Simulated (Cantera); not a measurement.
Feed: 1 mol ZrO₂, 2300 mol H₂, 0.063 mol H₂O, held at 32.0 Pa.

Method: chemical equilibrium by Gibbs-energy minimisation in Cantera with the NASA 1993 tables (ideal gas, pure condensed phases). Candidate condensed phases: H₂O, Zr, ZrO₂; 12 gas species. Kinetics and transport are ignored.

Task: At 1377 °C, list the 3 most abundant gas species with their mole fractions, and the condensed phases.

Result: H₂ 0.995, H 0.00507, H₂O 2.73e-5. Condensed: ZrO₂(tetragonal).
